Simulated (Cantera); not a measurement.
A perfectly stirred reactor is fed with C2H6 : N2 = 1 : 25 (molar parts), at 0.00750 atm; it is held at 1773 K, and followed from long to short residence time.

Computed with Cantera and GRI-Mech 3.0 (53 species, 325 reactions). GRI-Mech 3.0 stops at C3 and has no aromatics, soot or wall deposition, so with more carbon than oxygen in the feed, carbon stays in small species such as C2H2 where larger ones or solid carbon would form. Radical loss at walls, strong at low pressure, is not modelled.

Problem. Predict: x(C2H6) at τ = 5.80 s; x(CH4) at τ = 5.80 s; x(H) at τ = 5.80 s; x(C2H) at τ = 5.80 s; x(C2H2) at τ = 5.80 s; x(C2H6) at τ = 0.100 s; x(CH4) at τ = 0.100 s; x(H) at τ = 0.100 s; x(C2H) at τ = 0.100 s; x(C2H2) at τ = 0.100 s.

Solution. 
```json
{
 "x(C2H6) at τ = 5.80 s": "3.38e-6",
 "x(CH4) at τ = 5.80 s": "0.00106",
 "x(H) at τ = 5.80 s": "0.000842",
 "x(C2H) at τ = 5.80 s": "3.29e-6",
 "x(C2H2) at τ = 5.80 s": "0.0348",
 "x(C2H6) at τ = 0.100 s": "0.000176",
 "x(CH4) at τ = 0.100 s": "0.00552",
 "x(H) at τ = 0.100 s": "0.00104",
 "x(C2H) at τ = 0.100 s": "4.21e-6",
 "x(C2H2) at τ = 0.100 s": "0.0311"
}
```
